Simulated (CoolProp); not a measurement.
Model: reference Helmholtz-energy equation of state, Colonna 2008, in CoolProp. It is a short technical equation, of lower accuracy than the large ones.

Q: Give the vapour pressure (MPa), liquid density (kg/m³), surface tension (mN/m) of saturated dodecamethylcyclohexasiloxane (D6) at 196.75, 241.95, 332.35 °C.

A: 
| T (°C) | p (MPa) | liquid density (kg/m³) | surface tension (mN/m) |
|---|---|---|---|
| 196.75 | 0.0302 | 770 | 6.42 |
| 241.95 | 0.0947 | 709 | 4.00 |
| 332.35 | 0.518 | 539 | 0.613 |

Surface tension comes from a separate correlation (Mulero 2014).
